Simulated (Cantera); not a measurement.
What does this Cantera script print?

```python
import numpy as np
import cantera as ct

gas = ct.Solution("gri30.yaml")


def delay(T, t_max=10):
    gas.TPX = T, 79000, {'CH4': 1, 'O2': 3.85, 'N2': 14.5}
    reactor = ct.IdealGasConstPressureReactor(gas, clone=False)
    net = ct.ReactorNet([reactor])
    net.rtol, net.atol = 1e-8, 1e-16
    while net.time < t_max:
        t_old, T_old = net.time, reactor.T
        net.step()
        if reactor.T > T + 400:  # ignition: a rise of 400 K
            return t_old + (T + 400 - T_old) / (reactor.T - T_old) * (net.time - t_old)
    return np.nan


taus = []
for T in [1150, 1250, 1350, 1450, 1550, 1650, 1750, 1850, 1950]:
    taus.append(delay(T))
    print(f"T0 = {T:6g} K   tau = {taus[-1]:.4e} s")
```

It prints:

```
T0 =   1150 K   tau = 8.3451e-02 s
T0 =   1250 K   tau = 1.9580e-02 s
T0 =   1350 K   tau = 5.4580e-03 s
T0 =   1450 K   tau = 1.8297e-03 s
T0 =   1550 K   tau = 7.3801e-04 s
T0 =   1650 K   tau = 3.4645e-04 s
T0 =   1750 K   tau = 1.8169e-04 s
T0 =   1850 K   tau = 1.0355e-04 s
T0 =   1950 K   tau = 6.3018e-05 s
```

Model: GRI-Mech 3.0 (53 species, 325 reactions), integrated in Cantera.
